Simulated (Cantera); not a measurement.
What does this Cantera script print?

```python
import numpy as np
import cantera as ct

gas_names = """
    Si CS2 Si2C SiC2
""".split()
cond_names = """
    S(cr1) S(cr2) S(L) Si(cr) Si(L)
""".split()


# ... load() reads the species with a 1 bar reference pressure and builds the phases ...
species = {s.name: s for s in load("nasa_gas.yaml", gas_names) + load("nasa_condensed.yaml", cond_names)}
# Each term lists the table entries of one substance; the one whose range holds T is used.
reactions = {
    '2 Si(g) + CS2(g) = 2 S + Si2C(g)':
        [(-2, ['Si']), (-1, ['CS2']), (2, ['S(cr1)', 'S(cr2)', 'S(L)']), (1, ['Si2C'])],
    'SiC2(g) + 4 S = 2 CS2(g) + Si':
        [(-1, ['SiC2']), (-4, ['S(cr1)', 'S(cr2)', 'S(L)']), (2, ['CS2']), (1, ['Si(cr)', 'Si(L)'])],
    'Si2C(g) + 2 S = CS2(g) + 2 Si':
        [(-1, ['Si2C']), (-2, ['S(cr1)', 'S(cr2)', 'S(L)']), (1, ['CS2']), (2, ['Si(cr)', 'Si(L)'])],
}


def pick(names, T):
    return next(species[n] for n in names if species[n].thermo.min_temp <= T <= species[n].thermo.max_temp)


results = []
for label, terms in reactions.items():
    print(label)
    print("     T/K   dH/kJ  dS/(J/K)   dG/kJ   log10 K")
    for T in [698, 748, 798, 848, 898, 948, 998]:
        used = [(nu, pick(names, T)) for nu, names in terms]
        dH = sum(nu * s.thermo.h(T) for nu, s in used) / 1e6
        dS = sum(nu * s.thermo.s(T) for nu, s in used) / 1e3
        dG = dH - T * dS / 1e3
        logK = -dG * 1e6 / (ct.gas_constant * T * np.log(10))
        results.append((label, T, dH, dS, dG, logK, [s.name for _, s in used]))
        print(f"{T:8g} {dH:8.1f} {dS:8.1f} {dG:8.1f} {logK:8.2f}")
```

Output:

```
2 Si(g) + CS2(g) = 2 S + Si2C(g)
     T/K   dH/kJ  dS/(J/K)   dG/kJ   log10 K
     698   -467.0   -236.5   -301.9    22.59
     748   -466.1   -235.2   -290.1    20.26
     798   -465.2   -234.0   -278.4    18.22
     848   -464.1   -232.8   -266.7    16.43
     898   -462.9   -231.4   -255.1    14.84
     948   -461.5   -229.9   -243.6    13.42
     998   -460.3   -228.7   -232.1    12.15
SiC2(g) + 4 S = 2 CS2(g) + Si
     T/K   dH/kJ  dS/(J/K)   dG/kJ   log10 K
     698   -413.3     59.6   -454.9    34.04
     748   -415.2     56.9   -457.8    31.97
     798   -417.1     54.5   -460.6    30.15
     848   -419.2     51.9   -463.2    28.53
     898   -421.6     49.2   -465.7    27.09
     948   -424.2     46.4   -468.1    25.79
     998   -426.5     44.0   -470.4    24.62
Si2C(g) + 2 S = CS2(g) + 2 Si
     T/K   dH/kJ  dS/(J/K)   dG/kJ   log10 K
     698   -431.5    -59.4   -390.0    29.19
     748   -432.0    -60.1   -387.0    27.03
     798   -432.5    -60.8   -384.0    25.14
     848   -433.1    -61.5   -381.0    23.47
     898   -433.8    -62.3   -377.9    21.98
     948   -434.6    -63.1   -374.7    20.65
     998   -435.2    -63.8   -371.6    19.45
```

Source: NASA polynomial tables (part measured, part estimated), evaluated in Cantera. Condensed species are held in their standard states even where they would react or evaporate.
